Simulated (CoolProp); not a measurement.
A simple Rankine cycle with water: condensing at 307.15 K, boiler at 0.271 MPa, turbine inlet 553.3 K, turbine efficiency 0.7, pump efficiency 0.8, no recuperator. Each further row changes one setting.

Model: reference Helmholtz-energy equation of state, Wagner 2002, in CoolProp.

```csv
case,thermal efficiency (%),net work (kJ/kg),heat in (kJ/kg),turbine exit temperature (K),volume ratio over the turbine
as stated,16.5,___,2890,307.1,28.3
turbine inlet 573.3 K,16.7,___,2930,317.2,28.3
condensing temperature 299.15 K,17.7,516,2920,299.2,43.2
boiler pressure 0.19 MPa,15.3,441,2890,321.9,20.8
turbine efficiency 0.6,14.1,___,2890,___,31.3
```

Question: What belongs in the gaps?

Answer: 
- as stated, net work (kJ/kg): 475
- turbine inlet 573.3 K, net work (kJ/kg): 488
- turbine efficiency 0.6, net work (kJ/kg): 407
- turbine efficiency 0.6, turbine exit temperature (K): 338.4

The expansion ends wet for: as stated; condensing temperature 299.15 K.
